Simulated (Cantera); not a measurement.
Charge: 1 mol HMDSO, 5.3 mol O2, 1.5 mol H2, held at 1500 °C and 1.33 mbar.

Method: chemical equilibrium by Gibbs-energy minimisation in Cantera with the NASA 1993 tables (ideal gas, pure condensed phases). Candidate condensed phases: C, C6H6, C7H8, C8H18, H2O, Si, SiC, SiO2; 123 gas species. The feed counts by its element totals alone. The tables hold silica as quartz up to 1696 K and as liquid above; real silica turns to tridymite and cristobalite and melts near 1996 K. Kinetics and transport are ignored.

Base state: H2 0.541, CO 0.345, H2O 0.0871, CO2 0.0150, SiO 0.00600, H 0.00574, OH 5.73e-5 (mole fractions); condensed: SiO2(condensed).

### Question
What changes in the equilibrium state with this change: pressure from 1.33 mbar to 5.20 mbar?

### Answer
```json
[
 {"species": "H2", "before": "0.541", "after": "0.549"},
 {"species": "CO", "before": "0.345", "after": "0.348"},
 {"species": "H2O", "before": "0.0871", "after": "0.0839"},
 {"species": "SiO", "before": "0.00600", "after": "0.00162"},
 {"species": "CO2", "before": "0.0150", "after": "0.0143"},
 {"species": "OH", "before": "5.73e-5", "after": "2.77e-5"},
 {"species": "H", "before": "0.00574", "after": "0.00293"},
 {"species": "SiO2(condensed), mol", "before": "1.90", "after": "1.97"}
]
```
